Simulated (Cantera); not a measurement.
A closed system holds: 1 mol Cu, 4.2 mol HF, equilibrated at 1375 K and 4.35 Torr.

Cantera equilibrium calculation (NASA polynomials, part measured and part estimated; ideal gas, pure solids and liquids). Candidate condensed phases: Cu, CuF2; 15 gas species. Kinetics and transport are ignored.

Base state: HF 0.998, CuF 0.00119, H2 0.000596, Cu 0.000142 (mole fractions); condensed: Cu(l).

### Question
What changes in the equilibrium state with this change: temperature from 1375 K to 1023 K?

### Answer
```json
[
 {"species": "HF", "before": "0.998", "after": "1.000"},
 {"species": "CuF", "before": "0.00119", "after": "7.23e-6"},
 {"species": "H2", "before": "0.000596", "after": "3.62e-6"},
 {"species": "Cu", "before": "0.000142", "after": "6.63e-9"},
 {"species": "Cu(l), mol", "before": "0.994", "after": "0"},
 {"species": "Cu(s), mol", "before": "0", "after": "1.000"}
]
```
